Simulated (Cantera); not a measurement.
What does this Cantera script print?

```python
import numpy as np
import cantera as ct

gas = ct.Solution("gri30.yaml")
gas.TPX = 450, 160000, {'CO': 1, 'H2': 0.31, 'CH4': 0.044, 'O2': 1.26, 'N2': 4.74, 'H2O': 0.24}
inlet = ct.Reservoir(gas, clone=True)
gas.equilibrate("HP")  # start burning
reactor = ct.IdealGasConstPressureReactor(gas, energy="on", clone=False)
exhaust = ct.Reservoir(gas, clone=True)
tau = [0.34, 0.11, 0.034, 0.011, 0.0035, 0.0011, 0.00035, 0.00011, 3.6e-05, 1.1e-05, 3.6e-06][0]
for a, b in ((inlet, reactor), (reactor, exhaust)):
    ct.MassFlowController(a, b, mdot=lambda t: reactor.mass / tau)
net = ct.ReactorNet([reactor])
show = ['CO', 'H2', 'CH4', 'OH', 'H2O', 'NO', 'CH2CO']

rows = []
print(f"{'tau/s':>10s}{'T/K':>9s}" + "".join(f"{s:>11s}" for s in show))
for tau in [0.34, 0.11, 0.034, 0.011, 0.0035, 0.0011, 0.00035, 0.00011, 3.6e-05, 1.1e-05, 3.6e-06]:
    net.initial_time = 0.0
    net.advance(30 * tau)
    before = gas.X
    net.advance(40 * tau)
    drift = np.max(np.abs(gas.X - before) / (gas.X + 1e-9))
    rows.append([gas.T, *gas[show].X, drift])
    print(f"{tau:10.3e}{gas.T:9.1f}" + "".join(f"{x:11.3e}" for x in gas[show].X))
```

It prints:

```
     tau/s      T/K         CO         H2        CH4         OH        H2O         NO      CH2CO
 3.400e-01   1949.1  6.140e-04  7.672e-05  1.792e-07  1.238e-03  9.117e-02  2.725e-04  3.148e-12
 1.100e-01   1944.9  1.009e-03  1.192e-04  4.315e-07  1.514e-03  9.096e-02  1.403e-04  1.274e-11
 3.400e-02   1934.2  1.969e-03  2.255e-04  9.587e-07  2.040e-03  9.050e-02  8.638e-05  5.259e-11
 1.100e-02   1913.5  3.898e-03  4.428e-04  1.970e-06  2.783e-03  8.971e-02  5.740e-05  1.831e-10
 3.500e-03   1874.3  7.614e-03  8.629e-04  4.126e-06  3.702e-03  8.842e-02  3.598e-05  5.589e-10
 1.100e-03   1804.8  1.423e-02  1.583e-03  9.275e-06  4.570e-03  8.640e-02  2.332e-05  1.493e-09
 3.500e-04   1689.1  2.575e-02  2.598e-03  2.442e-05  4.854e-03  8.369e-02  1.687e-05  3.942e-09
 1.100e-04   1392.3  6.464e-02  4.445e-03  1.863e-04  2.509e-03  8.064e-02  3.670e-06  4.259e-08
 3.600e-05    450.0  1.317e-01  4.082e-02  5.794e-03  8.468e-25  3.160e-02 -5.657e-21 -3.150e-21
 1.100e-05    450.0  1.317e-01  4.082e-02  5.794e-03  2.475e-25  3.160e-02 -8.806e-24 -4.904e-24
 3.600e-06    450.0  1.317e-01  4.082e-02  5.794e-03  7.653e-26  3.160e-02 -5.562e-25 -3.098e-25
```

Cantera simulation using GRI-Mech 3.0 (53 species, 325 reactions); the numbers are that mechanism's predictions, not measurements.
